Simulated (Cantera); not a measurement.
Cantera run, input and output.

```python
import numpy as np
import cantera as ct

gas = ct.Solution("gri30.yaml")
gas.TPX = 1775, 1000000, {'CH4': 1, 'CO2': 1.9}
reactor = ct.IdealGasConstPressureReactor(gas, energy="off", clone=False)
net = ct.ReactorNet([reactor])
net.rtol, net.atol = 1e-08, 1e-18
show = ['CH4', 'CO2', 'O2', 'H', 'C2H4']
times = np.geomspace(5e-05, 3, 10)

steps = ct.SolutionArray(gas, extra=["t"])
rows = []
print(f"{'t/s':>10s}{'T/K':>9s}{'P/Pa':>11s}" + "".join(f"{s:>11s}" for s in show))
for t in times:
    while net.time < t:
        t_next = net.step()
        steps.append(gas.state, t=t_next)
    rows.append([np.interp(t, steps.t, y) for y in (steps.T, steps.P, *steps(*show).X.T)])
    print(f"{t:10.3e}{rows[-1][0]:9.1f}{rows[-1][1]:11.4g}" + "".join(f"{x:11.3e}" for x in rows[-1][2:]))
rate = np.gradient(steps.T, steps.t)
print("integrator steps:", len(steps.t))
if steps.T.max() > steps.T[0] + 200:
    print(f"time of steepest temperature rise: {steps.t[rate.argmax()]:.4e} s")
gas.TPX = 1775, 1000000, {'CH4': 1, 'CO2': 1.9}
gas.equilibrate("TP")
print(f"equilibrium (TP): T = {gas.T:.1f} K  " + "  ".join(f"{s} {gas[s].X[0]:.3e}" for s in show))
```

Result:

```
       t/s      T/K       P/Pa        CH4        CO2         O2          H       C2H4
 5.000e-05   1775.0      1e+06  3.269e-01  6.509e-01  2.816e-12  4.824e-06  3.708e-03
 1.698e-04   1775.0      1e+06  2.801e-01  6.264e-01  2.138e-11  1.310e-05  1.337e-02
 5.765e-04   1775.0      1e+06  1.959e-01  5.491e-01  1.044e-10  2.304e-05  8.914e-03
 1.957e-03   1775.0      1e+06  9.574e-02  3.884e-01  2.479e-10  2.814e-05  5.015e-03
 6.646e-03   1775.0      1e+06  3.036e-02  2.178e-01  3.123e-10  3.128e-05  3.230e-03
 2.257e-02   1775.0      1e+06  2.045e-02  1.476e-01  1.435e-10  3.785e-05  2.692e-03
 7.663e-02   1775.0      1e+06  1.517e-02  9.668e-02  6.455e-11  4.354e-05  1.383e-03
 2.602e-01   1775.0      1e+06  6.466e-03  6.875e-02  4.023e-11  4.761e-05  2.204e-04
 8.835e-01   1775.0      1e+06  4.410e-04  6.152e-02  3.385e-11  4.901e-05  9.801e-07
 3.000e+00   1775.0      1e+06  2.551e-06  6.120e-02  3.370e-11  4.927e-05  4.675e-11
integrator steps: 2317
equilibrium (TP): T = 1775.0 K  CH4 2.680e-06  CO2 6.120e-02  O2 3.370e-11  H 4.927e-05  C2H4 5.023e-11
```

Model: GRI-Mech 3.0 (53 species, 325 reactions), integrated in Cantera.
